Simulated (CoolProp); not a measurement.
A Linde-Hampson liquefier for ethylene: isothermal reversible compression at 300 K from 1 atm to 10 MPa, throttling to 1 atm, return gas leaving the recuperator 5 K below the feed. Each further row changes one setting.

The numbers come from the reference Helmholtz-energy equation of state, Smukala 2000 in CoolProp.

```
case                        liquid yield per pass  compression work (kJ/kg of gas)
--------------------------  ---------------------  -------------------------------
as stated                                   0.427                              346
high pressure 20 MPa                        0.471                              373
warm-end temperature 330 K                  0.261                              405
warm-end gap 10 K                           0.420                              346
```
